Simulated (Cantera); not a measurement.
Adiabatic ignition

An adiabatic, constant-pressure homogeneous reactor starts with 3.20 % CH4, 2.18 % CO, 19.2 % O2, 72.3 % N2, 3.13 % H2, equivalence ratio 0.47, at 1650 K and 10.0 bar.

Cantera simulation using GRI-Mech 3.0 (53 species, 325 reactions); the numbers are that mechanism's predictions, not measurements.

```csv
t (s),T (K),x CH4,x CO,x O2,x H2O,x NO,x C2H
1.00e-6,1650,0.0320,0.0218,0.192,1.62e-5,<1e-12,<1e-12
3.53e-6,1653,0.0310,0.0218,0.191,0.00111,1.09e-10,<1e-12
1.25e-5,2491,<1e-12,0.0113,0.104,0.0873,7.19e-5,<1e-12
4.40e-5,2604,<1e-12,0.00324,0.102,0.0918,0.000401,<1e-12
0.000155,2603,<1e-12,0.00320,0.102,0.0919,0.00143,<1e-12
0.000548,2597,<1e-12,0.00315,0.100,0.0920,0.00462,<1e-12
0.00193,2585,<1e-12,0.00302,0.0966,0.0922,0.0116,<1e-12
0.00682,2576,<1e-12,0.00294,0.0942,0.0924,0.0166,<1e-12
0.0241,2576,<1e-12,0.00293,0.0941,0.0924,0.0169,<1e-12
0.0850,2576,<1e-12,0.00293,0.0941,0.0924,0.0169,<1e-12
0.300,2576,<1e-12,0.00293,0.0941,0.0924,0.0169,<1e-12
```
x: mole fraction; the columns are a selection and need not sum to one.

```yaml
time_of_steepest_temperature_rise: 7.35 µs
temperature at 0.300 s: 2576 K
equilibrium_temperature: 2576 K
x(CH4) at 0.300 s: <1e-12 (gas-phase equilibrium <1e-12)
x(CO) at 0.300 s: 0.00293 (gas-phase equilibrium 0.00293)
x(O2) at 0.300 s: 0.0941 (gas-phase equilibrium 0.0941)
```
